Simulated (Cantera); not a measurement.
Source: NASA polynomial tables (part measured, part estimated), evaluated in Cantera. Values are per mole of reaction as written; species without (g) are pure solids or liquids, kept so even where they would boil at 1 bar.

Between 300 and 1598 K, where is each reaction favourable under standard conditions?
- 2 AlCl3(g) ⇌ Al2Cl6(g)
- 2 Al(g) + 3 F2(g) ⇌ 2 AlF3(g)


- 2 AlCl3(g) ⇌ Al2Cl6(g): ΔG° is -80 kJ at 300 K and 97 kJ at 1598 K; it changes sign between 300 and 998 K. ΔH° is -105 kJ and ΔS° -126 J/K at 1598 K.
- 2 Al(g) + 3 F2(g) ⇌ 2 AlF3(g): ΔG° is -2963 kJ at 300 K and -2464 kJ at 1598 K; it stays negative (K > 1). ΔH° is -3073 kJ and ΔS° -381 J/K at 1598 K.
